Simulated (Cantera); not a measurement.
Mixture: 13.7 % CH4, 1.92 % H2, 17.7 % O2, 66.7 % N2, at 6.60 bar, adiabatic and at constant volume. Ignition delay is the time to a rise of 400 K.

Computed with Cantera and GRI-Mech 3.0 (53 species, 325 reactions).

Question: At T0 = 1375 K, what is the delay, and which 8 reactions control it most (d ln τ / d ln k, from doubling and halving each rate constant)?

Answer: The delay is 0.473 ms.
```tsv
reaction	d ln τ / d ln k	faster rate
H + O2 <=> O + OH	-0.62	shortens it
2 CH3 (+M) <=> C2H6 (+M)	0.58	lengthens it
CH3 + O2 <=> CH3O + O	-0.24	shortens it
CH3 + HO2 <=> CH3O + OH	-0.24	shortens it
CH4 + OH <=> CH3 + H2O	0.20	lengthens it
CH3 + O2 <=> CH2O + OH	-0.17	shortens it
CH3O + O2 <=> CH2O + HO2	-0.14	shortens it
CH2O + O2 <=> HCO + HO2	-0.12	shortens it
```
